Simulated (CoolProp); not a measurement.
Values from CoolProp's reference Helmholtz-energy equation of state, Tillner-Roth 1994.

### Question
For R134a, give the phase and the density (kg/m³), isothermal compressibility (1/MPa), expansivity (1/kK), fugacity coefficient at 357 K and 4.74 MPa.

### Answer
- 357 K and 4.74 MPa: liquid; density 957, isothermal compressibility 0.0243, expansivity 7.27, fugacity coefficient 0.458
